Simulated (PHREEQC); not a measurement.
Model water analysis in mg/kgw, 95 °C, pH 2.5, pe 11.4: Na 59.6; K 0.709; Ca 334; Mg 259; Cl 419; S(6) as SO4 1650; Zn 11.4; Cd 3.15; Mn(2) 4.96.

Valence states are taken as typed.

Equilibrium calculation in PHREEQC: ion-association model, phreeqc.dat.

Each row changes one thing in this solution. Precipitation was switched off in this run.

| case | ionic strength (mol/kgw) | HSO4- (mol/kgw) | SO4-2 (mol/kgw) | CaSO4 (mol/kgw) | CaHSO4+ (mol/kgw) | Zn+2 (mol/kgw) | SI of Gypsum (CaSO4:2H2O) |
|---|---|---|---|---|---|---|---|
| as made | 0.0463 | 0.00514 | 0.00500 | 0.00161 | 0.000175 | 0.000117 | -0.40 |
| temperature from 95 to 55 °C at the same typed pH | [?] | 0.00266 | [?] | 0.00205 | 8.94e-5 | 0.000116 | -0.39 |
| Na from 59.6 to 29.8 mg/kgw | 0.0455 | 0.00515 | [?] | 0.00161 | 0.000176 | 0.000116 | -0.40 |
| Cl from 419 to 1260 mg/kgw | 0.0595 | 0.00517 | [?] | [?] | 0.000166 | 9.88e-5 | -0.44 |

Task: Some entries are withheld; supply them.

Result: 
- temperature from 95 to 55 °C at the same typed pH, ionic strength (mol/kgw): 0.0510
- temperature from 95 to 55 °C at the same typed pH, SO4-2 (mol/kgw): 0.00772
- Na from 59.6 to 29.8 mg/kgw, SO4-2 (mol/kgw): 0.00499
- Cl from 419 to 1260 mg/kgw, SO4-2 (mol/kgw): 0.00535
- Cl from 419 to 1260 mg/kgw, CaSO4 (mol/kgw): 0.00149

Constants without temperature data keep their 25 °C values here.
